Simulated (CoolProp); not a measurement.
Vapour-liquid equilibrium of dimethyl ether (1) + R134a (2) at 0.0107 MPa; x and y are mole fractions of (1).

Values from CoolProp's multi-fluid Helmholtz-energy mixture model, Wu 2011 and Tillner-Roth 1994; pair parameters Bell 2016.

### Question
Give the bubble temperature and the first vapour's composition at x = 0.05, 0.5, 0.65. Is there an azeotrope?

### Answer
x = 0.05: 207.5 K, y = 0.038; x = 0.5: 208.6 K, y = 0.498; x = 0.65: 208.4 K, y = 0.681. y crosses x between x = 0.5 and 0.65: the model has an azeotrope there.

The pair parameters rest on a limited set of measurements; away from them the model extrapolates.
